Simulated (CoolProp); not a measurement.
Vapour-liquid equilibrium of R22 (1) + R142b (2) at -57.85 °C; x and y are mole fractions of (1).

The numbers come from the multi-fluid Helmholtz-energy mixture model, Kamei 1995 and Lemmon 2006; pair parameters Bell 2016 in CoolProp.

### Question
Give the bubble pressure and the first vapour's composition at x = 0.2, 0.5, 0.95. Is there an azeotrope?

### Answer
x = 0.2: 0.1461 bar, y = 0.545; x = 0.5: 0.2416 bar, y = 0.827; x = 0.95: 0.4053 bar, y = 0.991. No azeotrope shows between x = 0.05 and 0.95.

The pair parameters rest on a limited set of measurements; away from them the model extrapolates.
